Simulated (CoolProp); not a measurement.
Properties of octamethylcyclotetrasiloxane (D4) along the isobar 6.43 MPa.

Values from CoolProp's reference Helmholtz-energy equation of state, Thol 2015.

```tsv
T (K)	phase	Z	cp (kJ/(kg K))	speed of sound (m/s)	expansivity (1/kK)	fugacity coefficient
542	liquid	0.6222	2.160	373.4	[?]	0.1434
549.8	liquid	[?]	2.175	360.0	1.973	0.1582
557.6	liquid	0.6237	2.191	346.9	2.033	0.1737
565.4	liquid	0.6251	2.206	334.1	[?]	[?]
573.2	liquid	0.6269	2.221	321.7	2.164	0.2067
581	liquid	0.6292	2.236	309.7	2.234	0.2241
588.8	supercritical	0.6319	2.250	298.0	2.308	0.2421
596.6	supercritical	0.6352	2.264	286.7	2.385	0.2605
604.4	supercritical	0.6389	2.278	275.9	2.465	0.2794
612.2	supercritical	0.6433	2.292	265.5	2.546	0.2986
620	supercritical	0.6481	2.305	255.6	2.629	0.3182
```

Q: Complete the blanks.

A: 
- 542, expansivity (1/kK): 1.916
- 549.8, Z: 0.6227
- 565.4, expansivity (1/kK): 2.096
- 565.4, fugacity coefficient: 0.1899
